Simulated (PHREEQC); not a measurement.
Synthetic water in mg/L, 25 °C, pH 6.83, pe -1.2:

```tsv
constituent	mg/L
Na	1.39
K	0.415
Ca	0.88
Mg	0.214
Cl	0.951
S(6) as SO4	0.0207
Alkalinity as HCO3	6.45
Fe(2)	0.0143
Si as SiO2	0.0241
F	0.000286
Sr	0.00705
```

Cl is adjusted to close the charge balance.
Valence states are taken as typed.

Model: ion-association model, wateq4f.dat, run in PHREEQC.

Each row changes one thing in this solution. This is a speciation only: nothing precipitates in the calculation.

| case | HCO3- (mol/kgw) | CO2 (mol/kgw) | CO3-2 (mol/kgw) | CaHCO3+ (mol/kgw) | MgHCO3+ (mol/kgw) | NaHCO3 (mol/kgw) | SI of Quartz (SiO2) | SI of Siderite (FeCO3) |
|---|---|---|---|---|---|---|---|---|
| as made | 0.000106 | 3.46e-5 | 3.50e-8 | 2.79e-8 | 1.03e-8 | 3.49e-9 | -2.42 | -3.21 |
| temperature from 25 to 65 °C at the same typed pH | 0.000105 | 3.03e-5 | 5.46e-8 | 3.74e-8 | 1.39e-8 | 3.45e-9 | -2.94 | [?] |
| all concentrations times 2 at the same typed pH | [?] | 6.88e-5 | 7.12e-8 | 1.09e-7 | 4.00e-8 | 1.38e-8 | -2.12 | -2.63 |
| Alkalinity from 6.45 to 3.23 mg/L | 5.30e-5 | 1.74e-5 | 1.76e-8 | 1.40e-8 | 5.14e-9 | 1.75e-9 | -2.42 | -3.51 |
| pH from 6.83 to 5.83 at the same alkalinity | 0.000107 | 0.000351 | [?] | 2.82e-8 | 1.04e-8 | 3.54e-9 | -2.42 | [?] |

### Question
Some entries are withheld; supply them.

### Answer

- temperature from 25 to 65 °C at the same typed pH, SI of Siderite (FeCO3): -2.82
- all concentrations times 2 at the same typed pH, HCO3- (mol/kgw): 0.000211
- pH from 6.83 to 5.83 at the same alkalinity, CO3-2 (mol/kgw): 3.55e-9
- pH from 6.83 to 5.83 at the same alkalinity, SI of Siderite (FeCO3): -4.21

Complexes and solids missing from the database can't appear. At this temperature some constants are extrapolated from 25 °C, and those without enthalpy data are left unchanged. SiF6-2 is the database's only silicon fluoride. Fluoro complexes past AlF4- and FeF3 are missing from the database.
